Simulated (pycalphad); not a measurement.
# Effect of Cu content in Si-Cu

All values are pycalphad results on the COST 507 light-alloy database (1999) (1 atm), not direct measurements. The database dates from 1999; later assessments differ in places, in temperatures and in the compounds included. Phase fractions are per mole of atoms.

```csv
alloy,liquidus (°C),first solid,solidus (°C),phases at 452 °C
Si-5.95Cu (at.%),1383,DIAMOND_A4,801,"DIAMOND_A4 0.92, CU19SI6_ETA 0.08"
Si-11.9Cu (at.%),1347,DIAMOND_A4,801,"DIAMOND_A4 0.84, CU19SI6_ETA 0.16"
Si-17.85Cu (at.%),___,DIAMOND_A4,801,___
Si-35.7Cu (at.%),1179,DIAMOND_A4,801,"DIAMOND_A4 0.53, CU19SI6_ETA 0.47"
```

Task: Some entries are withheld; supply them.

Result: 
- Si-17.85Cu (at.%), liquidus (°C): 1307
- Si-17.85Cu (at.%), phases at 452 °C: DIAMOND_A4 0.77, CU19SI6_ETA 0.23

Database names, with the compositions (at.%) that they take in these runs: CU19SI6_ETA: Cu 76 Si 24. DIAMOND_A4 is diamond (Si).
